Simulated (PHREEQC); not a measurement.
1 kg of water holding 0.0079 mol/kgw KCl and 0.029 mol/kgw NaCl is evaporated at 25 °C; the solids stay in contact with the brine. No CO2 enters from the air. Solids allowed: Halite, Sylvite. Others were left out.

Equilibrium calculation in PHREEQC: Pitzer model, pitzer.dat.

```
water left (kg)  ionic strength  water activity  Halite (mol)  K in solution (mol/kgw)  Cl in solution (mol/kgw)  Na in solution (mol/kgw)
---------------  --------------  --------------  ------------  -----------------------  ------------------------  ------------------------
1                        0.0369           0.999             0                  0.00790                    0.0369                    0.0290
0.6755                   0.0546           0.998             0                   0.0117                    0.0546                    0.0429
0.4563                   0.0809           0.997             0                   0.0173                    0.0809                    0.0636
0.3082                    0.120           0.996             0                   0.0256                     0.120                    0.0941
0.2082                    0.177           0.994             0                   0.0379                     0.177                     0.139
0.1407                    0.262           0.991             0                   0.0562                     0.262                     0.206
0.09502                   0.388           0.987             0                   0.0831                     0.388                     0.305
0.06418                   0.575           0.981             0                    0.123                     0.575                     0.452
0.05275                   0.699           0.977             0                    0.150                     0.699                     0.550
0.03564                    1.04           0.966             0                    0.222                      1.04                     0.814
0.02407                    1.53           0.949             0                    0.328                      1.53                      1.20
0.01627                    2.27           0.923             0                    0.485                      2.27                      1.78
0.01099                    3.36           0.883             0                    0.719                      3.36                      2.64
0.007426                   4.97           0.817             0                     1.06                      4.97                      3.90
0.005012                   6.93           0.730       0.00219                     1.58                      6.93                      5.35
```

Halite from water left = 0.005012 kg.

Complexes and solids missing from the database can't appear.
